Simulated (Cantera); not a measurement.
Charge: 1 mol Na2CO3, 0.41 mol H2O, held at 1.00 bar.

Equilibrium computed with Cantera from the NASA thermochemical tables; the gas is ideal and each condensed phase is pure. Candidate condensed phases: C, C6H6, C7H8, C8H18, H2O, Na, NaOH, NaO2, Na2CO3, Na2O, Na2O2; 117 gas species. Rates play no part. All values below are at 1675 °C.

Base state: NaOH 0.457, CO2 0.281, H2O 0.126, Na 0.103, O2 0.0257, NaO 0.00275, CO 0.00148, OH 0.00105 (mole fractions); condensed: Na2CO3(l).

Question: What changes in the equilibrium state with this change: pressure from 1.00 bar to 2.20 bar?

Answer: 
```tsv
species	before	after
NaOH	0.457	0.391
H2O	0.126	0.341
CO2	0.281	0.215
Na	0.103	0.0378
O2	0.0257	0.00980
Na2O	0.000267	7.23e-5
Na2	5.76e-5	1.70e-5
NaO	0.00275	0.000922
Na2CO3(l), mol	0.674	0.836
```
